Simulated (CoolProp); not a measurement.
Properties of CH3F (R41) at several states (Tc = 317.3 K, pc = 5.906 MPa, ω = 0.200).

The numbers come from the reference Helmholtz-energy equation of state, Lemmon 2006 in CoolProp. It is a short technical equation, of lower accuracy than the large ones.

```
T (K)  p (MPa)          phase  density (kg/m³)  cp (kJ/(kg K))  speed of sound (m/s)  Joule-Thomson coefficient (K/MPa)
-----  -------  -------------  ---------------  --------------  --------------------  ---------------------------------
337.7     12.5  supercritical            485.6           3.581                 375.7                              1.696
286.9    0.158            gas            2.288           1.116                 298.1                              20.18
408.4    0.327            gas            3.308           1.332                 348.1                              7.463
376.2     4.56            gas            60.47           1.683                 304.6                              8.503
223.7    0.123            gas            2.317           1.117                 263.5                              45.78
408.8     1.19            gas            12.34           1.378                 343.3                              7.340
```
